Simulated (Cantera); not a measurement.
Input: 1 mol Cu2O, 0.74 mol CH4, 0.16 mol CO, held at 6080 Torr.

Cantera equilibrium calculation (NASA polynomials, part measured and part estimated; ideal gas, pure solids and liquids). Candidate condensed phases: C, C6H6, C7H8, C8H18, Cu, CuO, Cu(OH)2, Cu2O, H2O; 113 gas species. Equilibrium is a limit: real reactors are often held back by kinetics, nucleation or transport.

### Question
Which condensed phases are stable at each of these points (T (K)): 1225, 1325, 1425, 1525, 1625, 1725, 1825, 1925?

### Answer
| T (K) | condensed phases | Cu condensed (%) |
|---|---|---|
| 1225 | Cu(s) | 100.0 |
| 1325 | Cu(s) | 100.0 |
| 1425 | Cu(l) | 100.0 |
| 1525 | Cu(l) | 100.0 |
| 1625 | Cu(l) | 100.0 |
| 1725 | Cu(l) | 100.0 |
| 1825 | Cu(l) | 100.0 |
| 1925 | Cu(l) | 100.0 |

From 1225 K to 1325 K the condensed part is Cu(s). From 1425 K to 1925 K the condensed part is Cu(l).
